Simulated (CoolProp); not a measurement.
Properties of oxygen along the isotherm 383.6 K (Tc = 154.6 K, pc = 5.046 MPa, ω = 0.022).

The numbers come from the reference Helmholtz-energy equation of state, Schmidt 1985 in CoolProp. Above 300 K oxygen's equation is extrapolated.

```csv
p (MPa),phase,density (kg/m³),cv (kJ/(kg K)),expansivity (1/kK),viscosity (µPa s),Prandtl number,fugacity coefficient
2.52,gas,25.32,0.6799,2.701,25.5,0.725,0.9984
5.05,supercritical,50.75,0.6831,2.788,26.0,0.736,0.9972
7.57,supercritical,76.02,0.6861,2.866,26.5,0.747,0.9966
10.1,supercritical,101.2,0.6890,2.933,27.0,0.757,0.9966
12.6,supercritical,125.9,0.6916,2.989,27.6,0.767,0.9971
15.1,supercritical,150.2,0.6942,3.033,28.2,0.777,0.9982
17.7,supercritical,175.1,0.6966,3.066,28.8,0.787,1.000
20.2,supercritical,198.5,0.6988,3.086,29.5,0.795,1.002
22.7,supercritical,221.3,0.7009,3.096,30.2,0.803,1.005
25.2,supercritical,243.6,0.7029,3.095,30.9,0.810,1.009
```

Viscosity comes from a separate model (Lemmon 2004). Thermal conductivity comes from a separate model (Lemmon 2004).
